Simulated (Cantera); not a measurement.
What does this Cantera script print?

```python
import numpy as np
import cantera as ct

gas_names = """
    B BF BF2 BF3 BH BHF2 BH2 BH3 BO BOF BOF2 BO2 B2 B2O B2O2 B2O3 B3O3F3 B3O3H3 F FO FO2 F2 F2O H HBO
    HBO2 HF HOF HO2 H2 H2F2 H2O H2O2 H3B3O6 H3F3 H4F4 H5F5 H6F6 H7F7 O OH O2 O3
""".split()
cond_names = """
    B(b) B(L) B2O3(L) B3O3H3(cr) H2O(s) H2O(L)
""".split()


# ... load() reads the species with a 1 bar reference pressure and builds the phases ...
atoms = {
    'BF3': {'B': 1, 'F': 3},
    'H2O': {'H': 2, 'O': 1},
    'H2': {'H': 2},
}
top_T = {}  # K; cautious upper limits of use, not melting points


# ... equilibrate(T, P, feed) seeds the gas with the atoms and calls Mixture.equilibrate('TP', solver="vcs", rtol=1e-11, max_steps=5000) ...
results = []
feed = {'BF3': 1, 'H2O': 8.6, 'H2': 110}  # mol
P = 1000  # Pa
for T in [1048, 1198, 1348, 1498, 1648, 1798, 1948, 2098, 2248, 2398]:
    mix = equilibrate(T, P, feed)
    results.append((T, P, feed, dict(zip(mix.species_names, mix.species_moles))))

top = {s: max(r[3][s] / sum(r[3][g] for g in gas_names) for r in results) for s in gas_names}
cols = sorted((s for s in top if top[s] > 0.0001), key=lambda s: -top[s])[:6]
seen = [c for c in cond_names if any(r[3].get(c, 0) > 1e-12 for r in results)]
print("log10 of partial pressures in bar; condensed amounts in mol")
print(f"{'T/K':>10s}" + "".join(f"{s[:9]:>10s}" for s in cols + seen))
for T, P, feed, n in results:
    ng = sum(n[g] for g in gas_names)
    print(f"{T:10.4g}" + "".join(f"{np.log10(max(n[s] / ng * P / 1e5, 1e-99)):10.3f}" for s in cols)
          + "".join(f"{n.get(c, 0):10.4g}" for c in seen))
```

Result:

```
log10 of partial pressures in bar; condensed amounts in mol
       T/K        H2         H       H2O        HF       BOF      HBO2   B2O3(L)
      1048    -2.038    -9.131    -3.221    -3.646    -5.599    -5.776    0.4179
      1198    -2.039    -7.741    -3.225    -3.663    -4.598    -4.705    0.2091
      1348    -2.040    -6.656    -3.228    -3.688    -4.365    -4.406         0
      1498    -2.040    -5.785    -3.230    -3.684    -4.379    -4.392         0
      1648    -2.040    -5.071    -3.230    -3.681    -4.394    -4.383         0
      1798    -2.042    -4.474    -3.231    -3.679    -4.410    -4.380         0
      1948    -2.045    -3.969    -3.233    -3.677    -4.430    -4.385         0
      2098    -2.054    -3.539    -3.238    -3.677    -4.460    -4.404         0
      2248    -2.072    -3.170    -3.248    -3.679    -4.510    -4.449         0
      2398    -2.109    -2.857    -3.271    -3.687    -4.596    -4.540         0
```

These are equilibrium values from Cantera (NASA tables, ideal gas, pure condensed phases), not measurements of a reactor. Gases not in the tables: H3BO3.
